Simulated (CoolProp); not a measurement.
Computed with CoolProp (reference Helmholtz-energy equation of state, Lemmon 2006). It is a short technical equation, of lower accuracy than the large ones.

Task: For R141b, give the phase and the cp (kJ/(kg K)), speed of sound (m/s) at 155.35 °C and 0.0271 MPa; 60.35 °C and 0.0675 MPa; 204.15 °C and 2.98 MPa.

Result: 
- 155.35 °C and 0.0271 MPa: gas; cp 0.926, speed of sound 181
- 60.35 °C and 0.0675 MPa: gas; cp 0.820, speed of sound 159
- 204.15 °C and 2.98 MPa: gas; cp 1.32, speed of sound 140
